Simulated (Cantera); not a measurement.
Mixture: 8.93 % CH4, 0.455 % CO, 19.0 % O2, 71.6 % N2, at 1000000 Pa, adiabatic and at constant volume. Ignition delay is the time to a rise of 400 K.

Model: GRI-Mech 3.0 (53 species, 325 reactions), integrated in Cantera.

Predict: delay at 1125 K; delay at 1325 K; delay at 1525 K; delay at 1725 K; delay at 1925 K; apparent activation energy between 1725 and 1925 K.


```json
{
 "delay at 1125 K": "12.9 ms",
 "delay at 1325 K": "1.06 ms",
 "delay at 1525 K": "0.137 ms",
 "delay at 1725 K": "25.3 µs",
 "delay at 1925 K": "6.69 µs",
 "apparent activation energy between 1725 and 1925 K": "180 kJ/mol"
}
```
